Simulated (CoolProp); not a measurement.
Saturation properties of hexamethyldisiloxane (MM) (Tc = 518.7 K, pc = 19.31 bar, ω = 0.418).

Model: reference Helmholtz-energy equation of state, Thol 2016, in CoolProp.

```tsv
T (K)	p (bar)	liquid density (kg/m³)	enthalpy of vaporisation (kJ/kg)	surface tension (mN/m)
277.4	0.01763	781.2	238.2	17.3
282.6	0.02400	775.8	235.9	16.8
287.9	0.03240	770.3	233.5	16.3
293.1	0.04292	764.8	231.1	15.9
298.4	0.05647	759.2	228.8	15.4
303.6	0.07306	753.7	226.4	14.9
308.8	0.09351	748.2	224.0	14.5
314.1	0.1190	742.5	221.6	14.0
```

It boils at 373.7 K under 1 atm.

Surface tension comes from a separate correlation (Mulero 2014), older than this fluid's equation and unchecked against measurements.
